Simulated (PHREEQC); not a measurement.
A column of 1 m (40 cells, dispersivity 0.05 m, 720 s a shift, diffusion coefficient 3e-10 m²/s) holds 0.007 eq of the database's cation exchanger X per kg of pore water, first in equilibrium with 0.0025 mol SrCl2 and 1e-05 mol HCl per kg of water. It is flushed with 0.0021 mol CaCl2, 0.001 mol NaCl and 1e-05 mol HCl per kg of water, at 25 °C. Values are for the last cell. CO2 from the air is kept out. Nothing may precipitate in this run.

The series has 34 steps of pore volumes, from 0 to 4.963.

Model: ion-association model, phreeqc.dat, run in PHREEQC.

Problem. After how many pore volumes does Ca at the outlet first reach half of its feed value?

Solution. By 2.6 pore volumes.

Problem. After how many pore volumes does Na at the outlet first reach half of its feed value?

Solution. By 1.1 pore volumes.
